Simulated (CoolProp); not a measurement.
n-perfluorobutane along the isotherm 176.85 °C: fugacity coefficient from the reference equation and from simpler models built on Tc = 113.2 °C, pc = 2322 kPa, ω = 0.372; each cubic takes its own stable root.

Values from CoolProp's reference Helmholtz-energy equation of state, Gao 2022.

| p (kPa) | phase | reference |
|---|---|---|
| 1110 | gas | 0.9135 |
| 2220 | gas | 0.8297 |
| 3330 | supercritical | 0.7501 |
| 4440 | supercritical | 0.6775 |
| 5560 | supercritical | 0.6151 |
| 6670 | supercritical | 0.5664 |
| 7780 | supercritical | 0.5294 |
| 8890 | supercritical | 0.5015 |
| 10000 | supercritical | 0.4803 |

### Question
How far does each simpler model (van der Waals, Redlich-Kwong, Soave-Redlich-Kwong, Peng-Robinson) lie from the reference over these 9 states: mean and median of the absolute difference, and the worst?

### Answer
- van der Waals: mean 5.9 %, median 6.7 %, worst -8.7 % at 176.85 °C and 5560 kPa
- Redlich-Kwong: mean 6.0 %, median 7.4 %, worst -7.7 % at 176.85 °C and 7780 kPa
- Soave-Redlich-Kwong: mean 2.6 %, median 2.2 %, worst +6.0 % at 176.85 °C and 10000 kPa
- Peng-Robinson: mean 3.0 %, median 3.0 %, worst -3.8 % at 176.85 °C and 4440 kPa
